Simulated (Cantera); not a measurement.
Charge: 1 mol SiHCl₃, 0.3 mol N₂, 6.5 mol H₂, equilibrated at 0.000980 bar.

Cantera equilibrium calculation (NASA polynomials, part measured and part estimated; ideal gas, pure solids and liquids). Candidate condensed phases: NH₄Cl, Si, Si₃N₄; 28 gas species. N₂ is the only nitrogen source here; it is nearly inert below about 1500 K, so the nitride shown seldom forms there in practice. Mutual solubility and eutectic melting of coexisting phases are not modelled. The tables' values for SiCl, SiCl₃, SiN are old estimates; treat these amounts as uncertain. Gases not in the tables: Si₂H₆ and higher silanes. Equilibrium is a limit: real reactors are often held back by kinetics, nucleation or transport.

x: gas mole fraction; n: condensed amount in mol.

```
T (K)   x H₂  x HCl  x SiCl₂         x H        x Si    x N₂        x Cl  n Si(s)  n Si₃N₄(s)     n Si(l)
-----  -----  -----  -------  ----------  ----------  ------  ----------  -------  ----------  ----------
1475   0.726  0.148   0.0949    0.000353     5.87e-6  0.0293     5.83e-5   0.0896      0.0217           0
1575   0.723  0.144   0.0971     0.00113     5.86e-5  0.0341    0.000178    0.137           0           0
1675   0.722  0.140   0.0987     0.00315    0.000443  0.0340    0.000479    0.118           0           0
1775   0.713  0.145   0.0949  (withheld)  (withheld)  0.0338  (withheld)        0           0  (withheld)
1875   0.695  0.149   0.0892  (withheld)  (withheld)  0.0334  (withheld)        0           0  (withheld)
1975   0.658  0.161   0.0756      0.0354      0.0258  0.0323     0.00647        0           0           0
2075   0.600  0.185   0.0522      0.0659      0.0434  0.0311      0.0150        0           0           0
```

Fill in the missing entries.


- 1775, x H: 0.00781
- 1775, x Si: 0.00224
- 1775, x Cl: 0.00122
- 1775, n Si(l): 0.124
- 1875, x H: 0.0175
- 1875, x Si: 0.00924
- 1875, x Cl: 0.00283
- 1875, n Si(l): 0.0824
